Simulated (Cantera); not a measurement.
**Moist CO burnout**

A perfectly stirred reactor is fed with 1.23 % CO, 0.586 % O2, 3.59 % H2O, 94.6 % N2, at 1.00 atm; it is held at 1348 K, and followed from long to short residence time.

Detailed kinetics in Cantera: GRI-Mech 3.0 (53 species, 325 reactions).

| τ (s) | x CO | x O2 | x H2O | x N2O | x H | x NO2 |
|---|---|---|---|---|---|---|
| 0.34 | 0.000563 | 0.000296 | 0.0355 | 3.38e-8 | 7.52e-5 | 4.36e-11 |
| 0.14 | 0.000760 | 0.000452 | 0.0353 | 3.88e-8 | 0.000121 | 4.85e-11 |
| 0.060 | 0.00105 | 0.000665 | 0.0351 | 4.35e-8 | 0.000189 | 5.43e-11 |
| 0.025 | 0.00151 | 0.000977 | 0.0349 | 4.84e-8 | 0.000294 | 6.10e-11 |
| 0.010 | 0.00228 | 0.00145 | 0.0346 | 5.38e-8 | 0.000448 | 6.68e-11 |
| 0.0043 | 0.00338 | 0.00205 | 0.0344 | 5.89e-8 | 0.000617 | 6.74e-11 |
| 0.0018 | 0.00506 | 0.00290 | 0.0342 | 6.32e-8 | 0.000759 | 5.79e-11 |
x: mole fraction; the columns are a selection and need not sum to one.
